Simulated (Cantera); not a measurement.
A perfectly stirred reactor is fed with 9.78 % CH4, 1.76 % H2, 18.6 % O2, 69.9 % N2, equivalence ratio 1.1, at 4.15 atm; it is adiabatic with a 350 K inlet, and is followed from long to short residence time, starting on the burning branch (τ in s: 0.024, 0.0093, 0.0036, 0.0014, 0.00053, 0.0002, 7.8e-05, 3e-05, 1.2e-05, 4.5e-06).

Cantera simulation using GRI-Mech 3.0 (53 species, 325 reactions); the numbers are that mechanism's predictions, not measurements.

x: mole fraction; the columns are a selection and need not sum to one.

| τ (s) | T (K) | x CH4 | x H2 | x O2 | x HO2 | x N2O | x NO |
|---|---|---|---|---|---|---|---|
| 0.024 | 2254 | 1.26e-5 | 0.0130 | 0.000553 | 2.57e-7 | ? | 0.000405 |
| 0.0093 | 2244 | 2.15e-5 | 0.0133 | 0.000938 | 4.92e-7 | ? | 0.000412 |
| 0.0036 | 2228 | 3.64e-5 | 0.0139 | 0.00161 | 9.75e-7 | ? | 0.000408 |
| 0.0014 | 2204 | 6.30e-5 | 0.0147 | 0.00272 | 1.90e-6 | ? | 0.000383 |
| 0.00053 | 2168 | 0.000118 | 0.0160 | 0.00448 | 3.65e-6 | ? | 0.000330 |
| 0.00020 | 2118 | 0.000240 | 0.0176 | 0.00717 | 6.89e-6 | 1.91e-7 | 0.000253 |
| 7.8e-5 | 2052 | 0.000552 | 0.0194 | 0.0114 | 1.31e-5 | 1.94e-7 | 0.000167 |
| 3.0e-5 | 350 | 0.0978 | 0.0176 | 0.186 | <1e-12 | <1e-12 | <1e-12 |
| 1.2e-5 | 350 | 0.0978 | 0.0176 | 0.186 | <1e-12 | <1e-12 | <1e-12 |
| 4.5e-6 | 350 | 0.0978 | 0.0176 | 0.186 | <1e-12 | <1e-12 | <1e-12 |

Problem. What belongs in the gaps?

Solution. 
- 0.024, x N2O: 7.03e-8
- 0.0093, x N2O: 9.18e-8
- 0.0036, x N2O: 1.19e-7
- 0.0014, x N2O: 1.49e-7
- 0.00053, x N2O: 1.75e-7
